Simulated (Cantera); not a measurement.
Charge: 1 mol PbO, 2.2 mol CH4, 1.1 mol H2, held at 1348.15 K and 0.100 bar.

Cantera equilibrium calculation (NASA polynomials, part measured and part estimated; ideal gas, pure solids and liquids). Candidate condensed phases: C, C6H6, C7H8, C8H18, H2O, Pb, PbO, PbO2, Pb3O4; 113 gas species. Equilibrium is a limit: real reactors are often held back by kinetics, nucleation or transport.

What is the equilibrium state?


```json
{
  "x(H2)": "0.805",
  "x(CO)": "0.146",
  "x(Pb)": "0.0479",
  "x(CH4)": "0.000378",
  "x(H2O)": "6.87e-5",
  "x(Pb2)": "6.79e-6",
  "x(H)": "6.58e-6",
  "x(CO2)": "6.38e-6",
  "n(C(graphite))": "1.20 mol",
  "n(Pb(l))": "0.673 mol",
  "gas_amount": "6.824 mol"
}
```
